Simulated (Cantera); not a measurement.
Charge: 1 mol HI, 4 mol H2, 46 mol N2, held at 1.00 Torr.

These are equilibrium values from Cantera (NASA tables, ideal gas, pure condensed phases), not measurements of a reactor. Candidate condensed phases: I2; 12 gas species. Rates play no part.

log p: log10 of the partial pressure in bar; nothing condenses.

```
T (K)  log p N2  log p H  log p H2  log p I  log p N
-----  --------  -------  --------  -------  -------
1323      -2.92    -7.77     -3.94    -4.62     <-14
1523      -2.92    -6.60     -3.94    -4.60        …
1723      -2.92    -5.71     -3.94    -4.59        …
1923      -2.93    -5.00     -3.95    -4.59        …
2123      -2.93    -4.45     -4.01    -4.59        …
2323      -2.94    -4.05     -4.17    -4.60        …
2523      -2.95    -3.81     -4.50    -4.61        …
2723      -2.96    -3.71     -5.00    -4.62        …
2923      -2.96    -3.68     -5.55    -4.62        …
3123      -2.96    -3.67     -6.06    -4.62        …
3323      -2.96    -3.67     -6.52    -4.62        …
3523      -2.96    -3.67     -6.93    -4.62        …
```

Task: Fill in the missing entries.

Result: 
- 1523, log p N: -14.43
- 1723, log p N: -12.52
- 1923, log p N: -11.01
- 2123, log p N: -9.78
- 2323, log p N: -8.77
- 2523, log p N: -7.92
- 2723, log p N: -7.19
- 2923, log p N: -6.56
- 3123, log p N: -6.01
- 3323, log p N: -5.52
- 3523, log p N: -5.09
